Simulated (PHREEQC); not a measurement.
Dissolve 3 mol/kgw MgCl2, 0.049 mol/kgw Na2SO4 and 0.00055 mol/kgw H4SiO4 at 15 °C. It is in equilibrium with CO2 at log p = -3.4 (atm). Otherwise closed; pH follows from the charge balance.

The numbers come from PHREEQC with the Pitzer model, pitzer.dat.

No solid was allowed to form.

Task: Predict the pH.

Result: pH 4.41.

Task: In which forms is C present?

Result: CO2 82 %, HCO3- 18 % of the C.

Examples of supersaturated solids here: SiO2(a). Others may be too. Complexes and solids missing from the database can't appear. In brines, pH and single-ion activities rest on the MacInnes convention.
